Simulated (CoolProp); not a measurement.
The fluid at 383.45 K and 4.6 MPa flows at 0.27 m/s in a round tube of 6 mm bore and 0.25 µm roughness, fully developed (64/Re and Nu = 3.66 if laminar; Colebrook and Gnielinski if turbulent). The same conditions are run with several fluids, on thermodynamics alone (safety and materials aside).

Values from CoolProp's reference Helmholtz-energy equation of state of each fluid (R11: Jacobsen 1992; benzene: Thol 2012; ethylbenzene: Zhou 2012; n-heptane: Span 2003; methanol: de Reuck 1993).

```
fluid         Reynolds number  Darcy friction factor  pressure drop (Pa/m)  heat-transfer coefficient (W/(m² K))  mass flow (kg/h)
------------  ---------------  ---------------------  --------------------  ------------------------------------  ----------------
R11                      9550                 0.0313                   241                                   610              34.8
benzene                  5020                 0.0374                   178                                   651              21.6
ethylbenzene             4380                 0.0389                   187                                   570              21.7
n-heptane                5140                 0.0371                   138                                   607              16.8
methanol                 5490                 0.0365                   156                                  1060              19.4
```

Transport values come from each fluid's own correlations; those of R11, ethylbenzene are estimates that may be off by 10 % or more.
